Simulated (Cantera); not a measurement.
Charge: 1 mol MgO, 0.67 mol C, 0.07 mol CO, held at 627 °C and 20.0 Pa.

Equilibrium computed with Cantera from the NASA thermochemical tables; the gas is ideal and each condensed phase is pure. Candidate condensed phases: C, Mg, MgCO3, MgO; 15 gas species. Rates play no part.

Base state: CO 0.999, CO2 0.00111 (mole fractions); condensed: C(graphite) + MgO(s).

### Question
What changes in the equilibrium state with this change: pressure from 20.0 Pa to 0.100 bar?

### Answer
| species | before | after |
|---|---|---|
| CO | 0.999 | 0.715 |
| CO2 | 0.00111 | 0.285 |
| C(graphite), mol | 0.670 | 0.686 |
| MgO(s), mol | 1.00 | 1.00 |
